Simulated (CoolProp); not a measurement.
R115 along the isotherm -20.75 °C: Z from the reference equation and from simpler models built on Tc = 80.0 °C, pc = 31.29 bar, ω = 0.248; each cubic takes its own stable root.

The numbers come from the reference Helmholtz-energy equation of state, Lemmon 2016 in CoolProp.

| p (bar) | phase | reference |
|---|---|---|
| 8.69 | liquid | 0.04312 |
| 17.4 | liquid | 0.08609 |
| 26.1 | liquid | 0.1288 |
| 34.8 | liquid | 0.1712 |
| 43.5 | liquid | 0.2135 |
| 52.2 | liquid | 0.2555 |
| 60.8 | liquid | 0.2969 |
| 69.5 | liquid | 0.3385 |
| 78.2 | liquid | 0.3800 |

Problem. How far does each simpler model (Soave-Redlich-Kwong, Peng-Robinson) lie from the reference over these 9 states: mean and median of the absolute difference, and the worst?

Solution. 
- Soave-Redlich-Kwong: mean 5.1 %, median 5.0 %, worst +5.9 % at -20.75 °C and 8.69 bar
- Peng-Robinson: mean 7.0 %, median 7.0 %, worst -7.4 % at -20.75 °C and 78.2 bar
